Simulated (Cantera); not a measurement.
Pb + H2 + N2 (iron carbonyl, mercury and lead vapours)

Feed: 1 mol Pb, 0.11 mol H2, 35 mol N2, equilibrated at 56.0 mbar.

Method: chemical equilibrium by Gibbs-energy minimisation in Cantera with the NASA 1993 tables (ideal gas, pure condensed phases). Candidate condensed phases: Pb; 11 gas species. The numbers say what is thermodynamically allowed, not how fast it happens.

```csv
T (K),x N2,x Pb,x H2,x H,n Pb(s),n Pb(l)
525,0.997,<1e-12,0.00313,<1e-12,1.00,0
625,0.997,4.16e-10,0.00313,<1e-12,0,1.00
725,0.997,6.03e-8,0.00313,<1e-12,0,1.000
825,0.997,2.56e-6,0.00313,1.88e-12,0,1.000
925,0.997,4.77e-5,0.00313,6.16e-11,0,0.998
1025,0.996,0.000497,0.00313,1.03e-9,0,0.983
1125,0.993,0.00338,0.00312,1.05e-8,0,0.881
1225,0.980,0.0167,0.00308,7.31e-8,0,0.404
1325,0.969,0.0277,0.00305,3.81e-7,0,0
1425,0.969,0.0277,0.00305,1.59e-6,0,0
1525,0.969,0.0277,0.00304,5.51e-6,0,0
```
x: gas mole fraction; n: condensed amount in mol.

At 525 K the condensed part is Pb(s). From 625 K to 1225 K the condensed part is Pb(l). From 1325 K to 1525 K nothing is condensed.
